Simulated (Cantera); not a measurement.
Charge: 1 mol Fe3O4, 1.9 mol Cl2, 0.042 mol O2, equilibrated at 975 K and 0.100 bar.

Method: chemical equilibrium by Gibbs-energy minimisation in Cantera with the NASA 1993 tables (ideal gas, pure condensed phases). Candidate condensed phases: Fe, FeCl2, FeCl3, FeO, Fe2O3, Fe3O4; 13 gas species. Rates play no part.

Base state: Cl2 0.835, FeCl3 0.151, Fe2Cl6 0.00678, O2 0.00558, FeCl2 0.00132, Cl 0.000765 (mole fractions); condensed: Fe2O3(s).

**Question.** What changes in the equilibrium state with this change: Fe3O4 replaced by B?

**Answer.** 
```csv
species,before,after
BCl3,0,0.641
Cl2,0.835,0.339
B3O3Cl3,0,0.0196
FeCl3,0.151,0
Fe2Cl6,0.00678,0
O2,0.00558,<1e-9
FeCl2,0.00132,0
"Fe2O3(s), mol",1.35,0
```
Further candidate phases: B, B2O3.

**Question.** What changes in the equilibrium state with this change: temperature from 975 K to 1448 K?

**Answer.** 
| species | before | after |
|---|---|---|
| FeCl2 | 0.00132 | 0.319 |
| O2 | 0.00558 | 0.293 |
| FeCl3 | 0.151 | 0.183 |
| Cl2 | 0.835 | 0.154 |
| Cl | 0.000765 | 0.0504 |
| Fe2Cl4 | 3.09e-6 | 0.000599 |
| ClO | 1.21e-6 | 0.000227 |
| Fe2O3(s), mol | 1.35 | 0.882 |
